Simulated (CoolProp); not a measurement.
Properties of n-butane along the isotherm 532 K (Tc = 425.1 K, pc = 3.796 MPa, ω = 0.201).

Values from CoolProp's reference Helmholtz-energy equation of state, Bücker 2006.

| p (MPa) | phase | cp (kJ/(kg K)) | speed of sound (m/s) | isothermal compressibility (1/MPa) | viscosity (µPa s) | fugacity coefficient |
|---|---|---|---|---|---|---|
| 0.923 | gas | 2.722 | 274.4 | ___ | 13.2 | 0.9635 |
| 1.85 | gas | ___ | 264.9 | 0.5873 | ___ | 0.9274 |
| 2.77 | gas | 2.843 | 255.2 | 0.4115 | 13.7 | 0.8923 |
| 3.69 | gas | 2.924 | 245.8 | 0.3249 | 14.1 | 0.8579 |
| 4.62 | supercritical | 3.024 | 236.8 | 0.2731 | 14.5 | 0.8241 |
| 5.54 | supercritical | 3.140 | 229.2 | ___ | 15.1 | 0.7917 |
| 6.46 | supercritical | 3.271 | 223.7 | ___ | 15.9 | 0.7605 |
| 7.38 | supercritical | 3.404 | 221.4 | 0.1862 | 16.9 | 0.7309 |
| 8.31 | supercritical | 3.521 | 223.0 | 0.1610 | 18.1 | ___ |
| 9.23 | supercritical | 3.600 | 229.1 | 0.1360 | 19.6 | 0.6771 |
| 10.2 | supercritical | 3.638 | 239.7 | 0.1113 | 21.4 | 0.6524 |
| 11.1 | supercritical | 3.641 | 252.6 | 0.09164 | 23.2 | 0.6318 |
| 12 | supercritical | 3.623 | 267.4 | 0.07555 | 25.1 | 0.6133 |

**Question.** Fill in the missing entries.

**Answer.** 
- 0.923, isothermal compressibility (1/MPa): 1.127
- 1.85, cp (kJ/(kg K)): 2.776
- 1.85, viscosity (µPa s): 13.4
- 5.54, isothermal compressibility (1/MPa): 0.2383
- 6.46, isothermal compressibility (1/MPa): 0.2110
- 8.31, fugacity coefficient: 0.7028

Viscosity comes from a separate model (Vogel 1999).
